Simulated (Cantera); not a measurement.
Cantera run:

```python
import numpy as np
import cantera as ct

gas_names = """
    Cu CuF CuF2 Cu2 F F2 H HF H2 H2F2 H3F3 H4F4 H5F5 H6F6 H7F7 N NF NF2 NF3 NH NH2 NH3 N2 N2H2 N2H4
""".split()
cond_names = """
    Cu(cr) Cu(L) CuF2(s) CuF2(L)
""".split()


def load(file, names, dense=False):
    # The tables refer to 1 bar. Condensed volumes are neglected.
    table = {s.name: s for s in ct.Species.list_from_file(file)}
    out = []
    for n in names:
        d = dict(table[n].input_data)
        d["thermo"] = dict(d["thermo"], **{"reference-pressure": 1e5})
        if dense:
            d["equation-of-state"] = {"model": "constant-volume", "density": "1e6 g/cm^3"}
        out.append(ct.Species.from_dict(d))
    return out


gas = ct.Solution(thermo="ideal-gas", species=load("nasa_gas.yaml", gas_names))
cond = {s.name: ct.Solution(thermo="fixed-stoichiometry", species=[s], name=s.name)
        for s in load("nasa_condensed.yaml", cond_names, dense=True)}
atoms = {
    'Cu': {'Cu': 1},
    'HF': {'H': 1, 'F': 1},
    'N2': {'N': 2},
}
top_T = {}  # K; cautious upper limits of use, not melting points


def equilibrate(T, P, feed):
    n = {}
    for name, mol in feed.items():
        for a, k in atoms[name].items():
            n[a] = n.get(a, 0.0) + k * mol
    gas.TPX = T, P, n
    mass = sum(n.values()) * gas.mean_molecular_weight
    gas.equilibrate("TP")
    valid = [c for c in cond.values() if c.min_temp <= T <= top_T.get(c.name, c.max_temp)]
    mix = ct.Mixture([(gas, mass / gas.mean_molecular_weight)] + [(c, 0.0) for c in valid])
    mix.T, mix.P = T, P
    mix.equilibrate("TP", solver="vcs", rtol=1e-11, max_steps=5000)
    return mix


results = []
feed = {'Cu': 1, 'HF': 4.1, 'N2': 0.68}  # mol
T = 975  # K
P = 1.4  # Pa
mix = equilibrate(T, P, feed)
results.append((T, P, feed, dict(zip(mix.species_names, mix.species_moles))))
x = sorted(zip(gas.X, gas.species_names), reverse=True)
print(f"T = {T:g} K  P = {P:g} Pa  gas = {mix.phase_moles(0):.4g} mol")
print("   x: " + "  ".join(f"{s} {v:.3e}" for v, s in x if v > 0.0001))
print("   condensed (mol): " + ("  ".join(f"{mix.phase(i).name} {mix.phase_moles(i):.4g}"
      for i in range(1, mix.n_phases) if mix.phase_moles(i) > 1e-12) or "none"))
```

It prints:

```
T = 975 K  P = 1.4 Pa  gas = 4.78 mol
   x: HF 8.577e-01  N2 1.423e-01
   condensed (mol): Cu(cr) 0.9999
```

Method: chemical equilibrium by Gibbs-energy minimisation in Cantera with the NASA 1993 tables (ideal gas, pure condensed phases).
